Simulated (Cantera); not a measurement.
Boron, boron nitride and boron oxide: B2H6 + N2 + H2

Charge: 1 mol B2H6, a varied amount of N2, 44 mol H2, held at 1925 K and 1.30 mbar.

These are equilibrium values from Cantera (NASA tables, ideal gas, pure condensed phases), not measurements of a reactor. Candidate condensed phases: B, BN; 15 gas species. The feed counts by its element totals alone. Mutual solubility and eutectic melting of coexisting phases are not modelled. The tables' values for BH2 are old estimates; treat these amounts as uncertain. Equilibrium is a limit: real reactors are often held back by kinetics, nucleation or transport.

| n(N2) (mol) | log p H2 | log p N2 | log p H | log p BH2 | log p B | log p BH | n B(s) | n BN(s) |
|---|---|---|---|---|---|---|---|---|
| 0.62 | -2.90 | -4.78 | -4.47 | -6.43 | -7.44 | -8.41 | 1.98 | 0 |
| 0.76 | -2.90 | -4.69 | -4.47 | -6.43 | -7.44 | -8.41 | 1.98 | 0 |
| 0.92 | -2.91 | -4.61 | -4.47 | -6.43 | -7.44 | -8.41 | 1.98 | 0 |
| 1.1 | -2.91 | -4.53 | -4.47 | -6.43 | -7.44 | -8.41 | 1.98 | 0 |
| 1.4 | -2.91 | -4.43 | -4.47 | -6.43 | -7.44 | -8.41 | 1.96 | 0.0269 |
| 1.7 | -2.91 | -4.43 | -4.47 | -6.43 | -7.44 | -8.41 | 1.36 | 0.627 |
| 2.1 | -2.91 | -4.43 | -4.47 | -6.43 | -7.44 | -8.41 | 0.558 | 1.43 |
| 2.5 | -2.91 | -4.40 | -4.48 | -6.45 | -7.46 | -8.43 | 0 | 1.99 |
log p: log10 of the partial pressure in bar; n: condensed amount in mol.

From 0.62 mol N2 to 1.1 mol N2 the condensed part is B(s). From 1.4 mol N2 to 2.1 mol N2 the condensed part is B(s) + BN(s). At 2.5 mol N2 the condensed part is BN(s).
